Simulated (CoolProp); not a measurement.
The fluid at 298.15 K and 5.53 MPa (liquid) is heated at constant pressure to 456.4 K. The same conditions are run with several fluids, on thermodynamics alone (safety and materials aside).

Model: reference Helmholtz-energy equation of state of each fluid (R407C: Lemmon 2003; n-heptane: Span 2003; cyclopentane: Gedanitz 2015; sulfur dioxide: Gao 2016), in CoolProp. Blends and air are pseudo-pure fits.

Rank R407C, n-heptane, cyclopentane, sulfur dioxide by heat (kJ/kg), highest first.

sulfur dioxide (420), n-heptane (406), cyclopentane (352), R407C (320)

| fluid | final phase | final density (kg/m³) |
|---|---|---|
| R407C | supercritical | 154 |
| n-heptane | liquid | 541 |
| cyclopentane | liquid | 560 |
| sulfur dioxide | gas | 121 |
